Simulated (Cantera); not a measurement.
Mixture: CH₄ : O₂ : N₂ = 1 : 0.952 : 4.48 (molar parts), at 2550 Torr, adiabatic and at constant pressure. Ignition delay is the time to a rise of 400 K.

Model: GRI-Mech 3.0 (53 species, 325 reactions), integrated in Cantera.

**Question.** What does this change do: pressure from 2550 Torr to 3750 Torr?

**Answer.** 
```csv
quantity,before,after
delay at 1075 K,0.160 s,0.103 s
delay at 1225 K,19.8 ms,13.4 ms
delay at 1375 K,3.17 ms,2.27 ms
delay at 1525 K,0.612 ms,0.454 ms
delay at 1675 K,0.145 ms,0.109 ms
apparent activation energy between 1525 and 1675 K,200 kJ/mol,200 kJ/mol
```
